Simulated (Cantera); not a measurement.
What does this Cantera script print?

```python
import numpy as np
import cantera as ct

gas_names = """
    H H2 Pb Pb2
""".split()
cond_names = """
    Pb(cr) Pb(L)
""".split()


# ... load() reads the species with a 1 bar reference pressure and builds the phases ...
atoms = {
    'Pb': {'Pb': 1},
    'H2': {'H': 2},
}
top_T = {}  # K; cautious upper limits of use, not melting points


# ... equilibrate(T, P, feed) seeds the gas with the atoms and calls Mixture.equilibrate('TP', solver="vcs", rtol=1e-11, max_steps=5000) ...
results = []
feed = {'Pb': 1, 'H2': 0.42}  # mol
T = 950  # K
P = 1333.22  # Pa
mix = equilibrate(T, P, feed)
results.append((T, P, feed, dict(zip(mix.species_names, mix.species_moles))))
print(gas.report(threshold=1e-05))
for i in range(1, mix.n_phases):
    print(f"{mix.phase(i).name:16s} {mix.phase_moles(i):12.5e} mol")
```

Output:

```
       temperature   950 K
          pressure   1333.2 Pa
           density   0.00035335 kg/m^3
  mean mol. weight   2.0934 kg/kmol
   phase of matter   gas

                          1 kg             1 kmol
                     ---------------   ---------------
          enthalpy        9.1958e+06        1.9251e+07  J
   internal energy        5.4227e+06        1.1352e+07  J
           entropy             95837        2.0063e+05  J/K
    Gibbs function       -8.1849e+07       -1.7135e+08  J
 heat capacity c_p             14381             30105  J/K
 heat capacity c_v             10409             21790  J/K

                      mass frac. Y      mole frac. X     chem. pot. / RT
                     ---------------   ---------------   ---------------
                H2           0.96265           0.99962           -21.697
                Pb          0.037355        0.00037741           -9.7617
     [   +2 minor]        1.0925e-07        5.3576e-09

Pb(L)             9.99841e-01 mol
```

These are equilibrium values from Cantera (NASA tables, ideal gas, pure condensed phases), not measurements of a reactor.
